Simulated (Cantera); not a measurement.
An isothermal, constant-pressure homogeneous reactor starts with H2 : O2 : N2 = 1.6 : 1 : 1.4 (molar parts), equivalence ratio 0.80, at 798 K and 128 Torr. Integrator tolerance rtol = 1e-08.

Model: GRI-Mech 3.0 (53 species, 325 reactions), integrated in Cantera. Below about 950 K walls govern HO2 and H2O2 in real vessels. The temperature is held fixed by assumption; the heat of reaction is taken as removed at once.

Task: What does this change do: temperature 798 to 1073 K?

Result: 
```tsv
quantity	before	after
x(H2) at 30.0 s	0.382 (gas-phase equilibrium <1e-12)	3.30e-9 (gas-phase equilibrium 3.25e-9)
x(O2) at 30.0 s	0.241 (gas-phase equilibrium 0.0625)	0.0625 (gas-phase equilibrium 0.0625)
x(NO) at 30.0 s	<1e-12 (gas-phase equilibrium 7.92e-7)	2.80e-6 (gas-phase equilibrium 2.70e-5)
x(H2O2) at 30.0 s	0.00105 (gas-phase equilibrium 5.74e-12)	3.63e-10 (gas-phase equilibrium 3.47e-10)
x(H2O) at 30.0 s	0.0215 (gas-phase equilibrium 0.500)	0.500 (gas-phase equilibrium 0.500)
x(O) at 30.0 s	3.40e-9 (gas-phase equilibrium <1e-12)	7.95e-10 (gas-phase equilibrium 7.59e-10)
x(OH) at 30.0 s	1.42e-9 (gas-phase equilibrium 2.12e-9)	1.15e-6 (gas-phase equilibrium 1.12e-6)
```
